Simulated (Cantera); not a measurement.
**Carbon deposition, reforming and gasification: C₃H₈ + CO₂ + H₂**

Charge: 1 mol C₃H₈, 0.53 mol CO₂, 1.1 mol H₂, at 1000 Pa.

Equilibrium computed with Cantera from the NASA thermochemical tables; the gas is ideal and each condensed phase is pure. Candidate condensed phases: C, C₆H₆, C₇H₈, C₈H₁₈, H₂O; 110 gas species. Kinetics and transport are ignored.

```json
[
 {"T (K)": "773", "x H₂": "0.824", "x CO": "0.0988", "x H₂O": "0.0388", "x CO₂": "0.0238", "x CH₄": "0.0144", "n C(graphite)": "2.75"},
 {"T (K)": "873", "x H₂": "0.826", "x CO": "0.162", "x H₂O": "0.00571", "x CO₂": "0.00299", "x CH₄": "0.00306", "n C(graphite)": "2.50"},
 {"T (K)": "973", "x H₂": "0.827", "x CO": "0.171", "x H₂O": "0.000879", "x CO₂": "0.000293", "x CH₄": "0.000879", "n C(graphite)": "2.47"},
 {"T (K)": "1073", "x H₂": "0.828", "x CO": "0.172", "x H₂O": "0.000185", "x CO₂": "4.16e-5", "x CH₄": "0.000315", "n C(graphite)": "2.47"},
 {"T (K)": "1173", "x H₂": "0.828", "x CO": "0.172", "x H₂O": "5.06e-5", "x CO₂": "8.26e-6", "x CH₄": "0.000133", "n C(graphite)": "2.47"},
 {"T (K)": "1273", "x H₂": "0.828", "x CO": "0.172", "x H₂O": "1.69e-5", "x CO₂": "2.13e-6", "x CH₄": "6.44e-5", "n C(graphite)": "2.47"},
 {"T (K)": "1373", "x H₂": "0.828", "x CO": "0.172", "x H₂O": "6.67e-6", "x CO₂": "6.73e-7", "x CH₄": "3.45e-5", "n C(graphite)": "2.47"},
 {"T (K)": "1473", "x H₂": "0.828", "x CO": "0.172", "x H₂O": "2.98e-6", "x CO₂": "2.51e-7", "x CH₄": "2.01e-5", "n C(graphite)": "2.47"},
 {"T (K)": "1573", "x H₂": "0.828", "x CO": "0.172", "x H₂O": "1.48e-6", "x CO₂": "1.06e-7", "x CH₄": "1.26e-5", "n C(graphite)": "2.47"},
 {"T (K)": "1673", "x H₂": "0.827", "x CO": "0.172", "x H₂O": "8.00e-7", "x CO₂": "5.03e-8", "x CH₄": "8.30e-6", "n C(graphite)": "2.47"}
]
```
x: gas mole fraction; n: condensed amount in mol.

From 773 K to 1673 K the condensed part is C(graphite). The main C-bearing gas is CO throughout.
